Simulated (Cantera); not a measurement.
Equilibrium for nitride etching: Si3N4 + NF3 + N2 + O2

Input: 1 mol Si3N4, 3.3 mol NF3, 8.2 mol N2, 0.54 mol O2, held at 0.00130 bar.

Equilibrium computed with Cantera from the NASA thermochemical tables; the gas is ideal and each condensed phase is pure. Candidate condensed phases: Si, SiO2, Si2N2O, Si3N4; 28 gas species. The tables' values for SiF3 are old estimates; treat these amounts as uncertain. The tables hold silica as quartz up to 1696 K and as liquid above; real silica turns to tridymite and cristobalite and melts near 1996 K. Equilibrium is a limit: real reactors are often held back by kinetics, nucleation or transport.

```tsv
T (°C)	log p N2	log p SiF4	log p SiF3	log p O2	log p NO	n SiO2(β-quartz)	n SiO2(condensed)
952	-2.97	-3.65	-10.65	-5.87	-7.66	0.525	0
1002	-2.97	-3.65	-10.07	-5.87	-7.50	0.525	0
1052	-2.97	-3.65	-9.53	-5.87	-7.36	0.525	0
1102	-2.97	-3.65	-9.03	-5.88	-7.23	0.525	0
1152	-2.97	-3.65	-8.56	-5.88	-7.11	0.525	0
1202	-2.97	-3.65	-8.13	-5.88	-7.00	0.525	0
1252	-2.97	-3.65	-7.73	-5.89	-6.90	0.525	0
1302	-2.97	-3.65	-7.35	-5.89	-6.80	0.525	0
1352	-2.97	-3.65	-7.00	-5.90	-6.71	0.525	0
1402	-2.97	-3.65	-6.66	-5.90	-6.62	0.524	0
1452	-2.97	-3.65	-6.35	-5.89	-6.54	0	0.524
1502	-2.97	-3.65	-6.07	-5.87	-6.45	0	0.522
1552	-2.97	-3.65	-5.80	-5.82	-6.35	0	0.519
```
log p: log10 of the partial pressure in bar; n: condensed amount in mol.

From 952 °C to 1402 °C the condensed part is SiO2(β-quartz). From 1452 °C to 1552 °C the condensed part is SiO2(condensed). The main Si-bearing gas is SiF4 throughout.
